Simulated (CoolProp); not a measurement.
Vapour-liquid equilibrium of dimethyl carbonate (1) + n-octane (2) at 0.853 MPa; x and y are mole fractions of (1).

The numbers come from the multi-fluid Helmholtz-energy mixture model, Zhou 2011 and Beckmüller 2019; pair parameters Bell 2016 in CoolProp.

### Question
Give the bubble temperature and the first vapour's composition at x = 0.35, 0.575, 0.725. Is there an azeotrope?

### Answer
x = 0.35: 460.1 K, y = 0.596; x = 0.575: 452.2 K, y = 0.727; x = 0.725: 449.5 K, y = 0.797. y crosses x between x = 0.875 and 0.95: the model has an azeotrope there.

The pair parameters rest on a limited set of measurements; away from them the model extrapolates.
